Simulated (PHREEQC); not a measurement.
A solution holds 0.027 mol K2CO3 and 0.0033 mol H3BO3 per kg of water, at 25 °C and 300 atm. Closed to the air; pH follows from the charge balance.

Equilibrium calculation in PHREEQC: ion-association model, phreeqc.dat.

The pH is 10.66 and the ionic strength comes out as 0.0770 mol/kgw. The density is 1.014 g/cm³ and the total alkalinity is 54.0 meq/kg.

| species | molality | activity | log γ |
|---|---|---|---|
| K+ | 0.0540 | 0.0424 | -0.105 |
| CO3-2 | 0.0230 | 0.00972 | -0.374 |
| HCO3- | 0.00400 | 0.00323 | -0.094 |
| H2BO3- | 0.00324 | 0.00259 | -0.098 |
| OH- | 0.000764 | 0.000599 | -0.106 |
| H3BO3 | 6.00e-5 | 6.10e-5 | 0.008 |
| CO2 | 1.12e-7 | 1.14e-7 | 0.008 |

Precipitation was switched off in this run. Complexes and solids missing from the database can't appear. Under pressure, the constants of complexes without a molar volume in the database are unreliable.
